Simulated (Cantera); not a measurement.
Feed: 1 mol Si, 18 mol CO2, 3 mol CO, held at 5.20 mbar.

Method: chemical equilibrium by Gibbs-energy minimisation in Cantera with the NASA 1993 tables (ideal gas, pure condensed phases). Candidate condensed phases: C, Si, SiC, SiO2; 20 gas species. The tables hold silica as quartz up to 1696 K and as liquid above; real silica turns to tridymite and cristobalite and melts near 1996 K. Rates play no part. All values below are at 1602 °C.

Base state: CO2 0.761, CO 0.239, O2 0.000367, SiO 0.000131, O 6.39e-5 (mole fractions); condensed: SiO2(condensed).

Question: What changes in the equilibrium state with this change: CO2 from 18 to 1.4 mol?

Answer: 
```tsv
species	before	after
CO	0.239	0.874
SiO	0.000131	0.123
CO2	0.761	0.00297
O2	0.000367	<1e-9
O	6.39e-5	6.81e-8
SiO2(condensed), mol	0.997	0.385
```
